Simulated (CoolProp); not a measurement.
Octamethyltrisiloxane (MDM) along the isotherm 301.85 °C: Z from the reference equation and from simpler models built on Tc = 292.2 °C, pc = 1.438 MPa, ω = 0.528; each cubic takes its own stable root.

Model: reference Helmholtz-energy equation of state, Thol 2017, in CoolProp.

```
p (MPa)          phase  reference  van der Waals  Peng-Robinson
-------  -------------  ---------  -------------  -------------
0.0114             gas     0.9975         0.9977         0.9972
0.0184             gas     0.9960         0.9963         0.9954
0.0297             gas     0.9935         0.9941         0.9926
0.0479             gas     0.9895         0.9904         0.9880
0.0774             gas     0.9830         0.9845         0.9806
0.125              gas     0.9723         0.9747         0.9685
0.202              gas     0.9546         0.9586         0.9486
0.327              gas     0.9246         0.9313         0.9155
0.528              gas     0.8729         0.8844         0.8597
0.852              gas     0.7770         0.7974         0.7604
1.38               gas     0.5513         0.5808         0.5455
2.22     supercritical     0.2649         0.3621         0.2878
3.59     supercritical     0.3737         0.5110         0.3814
```
